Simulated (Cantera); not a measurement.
Feed: 1 mol Fe2O3, 1.1 mol SO3, 1.6 mol O2, held at 1.00 bar.

Cantera equilibrium calculation (NASA polynomials, part measured and part estimated; ideal gas, pure solids and liquids). Candidate condensed phases: Fe, FeO, FeS, FeSO4, FeS2, Fe2O3, Fe2(SO4)3, Fe3O4, S; 12 gas species. Equilibrium is a limit: real reactors are often held back by kinetics, nucleation or transport.

log p: log10 of the partial pressure in bar; n: condensed amount in mol.

```json
[
 {"T (°C)": "427", "log p O2": "0.00", "log p SO2": "-7.13", "log p SO3": "-4.68", "log p O": "<-12", "n Fe2O3(s)": "0.633", "n Fe2(SO4)3(s)": "0.367", "n Fe3O4(s)": "0"},
 {"T (°C)": "527", "log p O2": "0.00", "log p SO2": "-4.46", "log p SO3": "-2.93", "log p O": "<-12", "n Fe2O3(s)": "0.634", "n Fe2(SO4)3(s)": "0.366", "n Fe3O4(s)": "0"},
 {"T (°C)": "627", "log p O2": "-0.01", "log p SO2": "-2.39", "log p SO3": "-1.57", "log p O": "-11.28", "n Fe2O3(s)": "0.650", "n Fe2(SO4)3(s)": "0.350", "n Fe3O4(s)": "0"},
 {"T (°C)": "727", "log p O2": "-0.20", "log p SO2": "-0.81", "log p SO3": "-0.66", "log p O": "-9.91", "n Fe2O3(s)": "1.00", "n Fe2(SO4)3(s)": "0", "n Fe3O4(s)": "0"},
 {"T (°C)": "827", "log p O2": "-0.19", "log p SO2": "…", "log p SO3": "…", "log p O": "…", "n Fe2O3(s)": "1.00", "n Fe2(SO4)3(s)": "0", "n Fe3O4(s)": "0"},
 {"T (°C)": "927", "log p O2": "-0.19", "log p SO2": "-0.54", "log p SO3": "-1.22", "log p O": "-7.69", "n Fe2O3(s)": "1.00", "n Fe2(SO4)3(s)": "0", "n Fe3O4(s)": "0"},
 {"T (°C)": "1027", "log p O2": "-0.18", "log p SO2": "-0.50", "log p SO3": "-1.51", "log p O": "-6.84", "n Fe2O3(s)": "1.00", "n Fe2(SO4)3(s)": "0", "n Fe3O4(s)": "0"},
 {"T (°C)": "1127", "log p O2": "-0.18", "log p SO2": "-0.49", "log p SO3": "-1.77", "log p O": "-6.11", "n Fe2O3(s)": "1.00", "n Fe2(SO4)3(s)": "0", "n Fe3O4(s)": "0"},
 {"T (°C)": "1227", "log p O2": "-0.18", "log p SO2": "-0.48", "log p SO3": "-2.00", "log p O": "-5.48", "n Fe2O3(s)": "1.00", "n Fe2(SO4)3(s)": "0", "n Fe3O4(s)": "0"},
 {"T (°C)": "1327", "log p O2": "-0.18", "log p SO2": "-0.48", "log p SO3": "…", "log p O": "…", "n Fe2O3(s)": "1.00", "n Fe2(SO4)3(s)": "0", "n Fe3O4(s)": "0"},
 {"T (°C)": "1427", "log p O2": "-0.18", "log p SO2": "-0.47", "log p SO3": "-2.38", "log p O": "-4.44", "n Fe2O3(s)": "1.00", "n Fe2(SO4)3(s)": "0", "n Fe3O4(s)": "0"},
 {"T (°C)": "1527", "log p O2": "-0.17", "log p SO2": "-0.50", "log p SO3": "-2.56", "log p O": "-4.00", "n Fe2O3(s)": "0", "n Fe2(SO4)3(s)": "0", "n Fe3O4(s)": "0.667"}
]
```

### Question
Fill in the missing entries.

### Answer

- 827, log p SO2: -0.62
- 827, log p SO3: -0.92
- 827, log p O: -8.70
- 1327, log p SO3: -2.20
- 1327, log p O: -4.93
